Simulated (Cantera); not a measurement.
A closed system holds: 1 mol SiH4, 2 mol CH4, 2.4 mol H2, equilibrated at 775 °C and 16000 Pa.

Equilibrium computed with Cantera from the NASA thermochemical tables; the gas is ideal and each condensed phase is pure. Candidate condensed phases: C, C6H6, C7H8, C8H18, Si, SiC; 87 gas species. Equilibrium is a limit: real reactors are often held back by kinetics, nucleation or transport.

Base state: H2 0.991, CH4 0.00917 (mole fractions); condensed: C(graphite) + SiC(s).

### Question
What changes in the equilibrium state with this change: SiH4 replaced by SiH2Cl2?

### Answer
```
species           before     after
----------------  ------  --------
H2                 0.991     0.839
HCl                    0     0.122
SiCl4                  0    0.0295
SiHCl3                 0   0.00207
SiCl3                  0  0.000177
C(graphite), mol   0.924      1.20
SiC(s), mol         1.00     0.743
```
The tables' values for SiCl3 are old estimates; treat these amounts as uncertain.
